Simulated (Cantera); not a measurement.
Feed: 1 mol PbO, 0.41 mol O2, 1.4 mol N2, at 1325 K and 92.0 Pa.

Method: chemical equilibrium by Gibbs-energy minimisation in Cantera with the NASA 1993 tables (ideal gas, pure condensed phases). Candidate condensed phases: Pb, PbO, PbO2, Pb3O4; 12 gas species. Gases not in the tables: (PbO)n polymers. Equilibrium is a limit: real reactors are often held back by kinetics, nucleation or transport.

Task: What is the equilibrium state?

Result: 
```
Property                              Value
--------------------------------  ---------
x(N2)                                 0.490
x(PbO)                                0.316
x(O2)                                 0.160
x(Pb)                                0.0338
x(NO)                              0.000320
x(O)                                3.63e-6
gas amount                        2.858 mol
log10 activity of Pb(l) (absent)      -2.06
```
